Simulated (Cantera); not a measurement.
**Premixed flame**

A freely propagating, adiabatic, planar premixed flame of 13.9 % CH4, 23.3 % O2, 62.8 % N2, equivalence ratio 1.2, unburnt at 675 K and 1.09 atm; mixture-averaged transport, grid criteria slope 0.08 and curve 0.16, no radiation.

Cantera simulation using GRI-Mech 3.0 (53 species, 325 reactions); the numbers are that mechanism's predictions, not measurements. Burning velocities carry a grid error of a few per cent, more on coarse grids.

| z (mm) | T (K) | u (m/s) | x CH4 | x O2 | x CH2 | x H2 | x NO | x NO2 |
|---|---|---|---|---|---|---|---|---|
| -0.660 | 675 | 2.27 | 0.139 | 0.233 | <1e-8 | 0.00162 | <1e-8 | <1e-8 |
| -0.440 | 677 | 2.28 | 0.139 | 0.232 | <1e-8 | 0.00520 | <1e-8 | <1e-8 |
| -0.330 | 684 | 2.32 | 0.137 | 0.230 | <1e-8 | 0.00991 | 3.86e-8 | <1e-8 |
| -0.220 | 747 | 2.55 | 0.131 | 0.224 | <1e-8 | 0.0200 | 3.98e-7 | 3.68e-8 |
| -0.110 | 1192 | 4.18 | 0.0929 | 0.183 | 1.65e-6 | 0.0383 | 4.70e-6 | 5.10e-8 |
| -0.0550 | 1648 | 5.90 | 0.0505 | 0.131 | 4.01e-5 | 0.0477 | 1.21e-5 | 3.36e-8 |
| 0 | 2060 | 7.49 | 0.0140 | 0.0722 | 0.000184 | 0.0507 | 2.65e-5 | 1.26e-8 |
| 0.0550 | 2263 | 8.26 | 0.00177 | 0.0353 | 0.000119 | 0.0456 | 4.82e-5 | <1e-8 |
| 0.110 | 2320 | 8.46 | 0.000135 | 0.0196 | 1.84e-5 | 0.0407 | 6.81e-5 | <1e-8 |
| 0.220 | 2352 | 8.54 | 5.85e-7 | 0.0116 | 1.15e-7 | 0.0386 | 8.83e-5 | <1e-8 |
| 0.440 | 2389 | 8.63 | <1e-8 | 0.00933 | <1e-8 | 0.0388 | 0.000105 | <1e-8 |
| 0.880 | 2438 | 8.78 | <1e-8 | 0.00791 | <1e-8 | 0.0379 | 0.000132 | 1.18e-8 |
| 1.76 | 2499 | 8.96 | <1e-8 | 0.00625 | <1e-8 | 0.0363 | 0.000184 | 1.79e-8 |
x: mole fraction of selected species; z is measured from the peak of heat release.

- laminar burning velocity: 226 cm/s
- thermal thickness: 0.220 mm
- peak x(CH2): 0.000196
- peak x(H2): 0.0509
- grid points: 148
